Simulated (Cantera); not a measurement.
An adiabatic, constant-pressure homogeneous reactor starts with 9.28 % CH₄, 1.67 % CO, 17.6 % O₂, 66.2 % N₂, 5.19 % CO₂, at 1098 K and 743 Torr.

Computed with Cantera and GRI-Mech 3.0 (53 species, 325 reactions).

Question: Predict: temperature at 0.300 s; equilibrium temperature; x(CH₄) at 0.300 s; x(CO) at 0.300 s; x(O₂) at 0.300 s; x(H₂O) at 0.300 s; x(C₂H₄) at 0.300 s; x(OH) at 0.300 s.

Answer: 
```
Item                                                      Result
-----------------------  ---------------------------------------
temperature at 0.300 s                                    1283 K
equilibrium temperature                                   2518 K
x(CH₄) at 0.300 s          0.0667 (gas-phase equilibrium <1e-12)
x(CO) at 0.300 s           0.0283 (gas-phase equilibrium 0.0484)
x(O₂) at 0.300 s           0.151 (gas-phase equilibrium 0.00849)
x(H₂O) at 0.300 s           0.0278 (gas-phase equilibrium 0.163)
x(C₂H₄) at 0.300 s        0.00194 (gas-phase equilibrium <1e-12)
x(OH) at 0.300 s         5.82e-6 (gas-phase equilibrium 0.00881)
```
